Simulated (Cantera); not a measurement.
Thermodynamics of silicon epitaxy and polysilicon growth, feed SiCl4 + HCl + N2

Charge: 1 mol SiCl4, 0.39 mol HCl, a varied amount of N2, held at 1398 K and 0.310 bar.

Cantera equilibrium calculation (NASA polynomials, part measured and part estimated; ideal gas, pure solids and liquids). Candidate condensed phases: NH4Cl, Si, Si3N4; 28 gas species. The tables' values for SiCl3 are old estimates; treat these amounts as uncertain. Equilibrium is a limit: real reactors are often held back by kinetics, nucleation or transport.

From 36 mol N2 to 210 mol N2 nothing is condensed. The main Si-bearing gas is SiCl4 throughout.

```json
[
 {"n(N2) (mol)": "36", "x N2": "0.963", "x SiCl4": "0.0266", "x HCl": "0.0104", "x SiCl3": "0.000127", "x Cl": "0.000122", "x Cl2": "5.87e-6", "x SiCl2": "2.61e-6"},
 {"n(N2) (mol)": "66", "x N2": "0.979", "x SiCl4": "0.0147", "x HCl": "0.00579", "x SiCl3": "9.33e-5", "x Cl": "9.21e-5", "x Cl2": "3.36e-6", "x SiCl2": "2.52e-6"},
 {"n(N2) (mol)": "96", "x N2": "0.986", "x SiCl4": "0.0102", "x HCl": "0.00400", "x SiCl3": "7.68e-5", "x Cl": "7.73e-5", "x Cl2": "2.37e-6", "x SiCl2": "2.47e-6"},
 {"n(N2) (mol)": "130", "x N2": "0.989", "x SiCl4": "0.00754", "x HCl": "0.00297", "x SiCl3": "6.56e-5", "x Cl": "6.71e-5", "x Cl2": "1.78e-6", "x SiCl2": "2.43e-6"},
 {"n(N2) (mol)": "160", "x N2": "0.991", "x SiCl4": "0.00613", "x HCl": "0.00242", "x SiCl3": "5.88e-5", "x Cl": "6.09e-5", "x Cl2": "1.47e-6", "x SiCl2": "2.41e-6"},
 {"n(N2) (mol)": "190", "x N2": "0.993", "x SiCl4": "0.00517", "x HCl": "0.00204", "x SiCl3": "5.37e-5", "x Cl": "5.61e-5", "x Cl2": "1.25e-6", "x SiCl2": "2.38e-6"},
 {"n(N2) (mol)": "210", "x N2": "0.993", "x SiCl4": "0.00468", "x HCl": "0.00184", "x SiCl3": "5.09e-5", "x Cl": "5.35e-5", "x Cl2": "1.13e-6", "x SiCl2": "2.37e-6"}
]
```
x: gas mole fraction; nothing condenses.
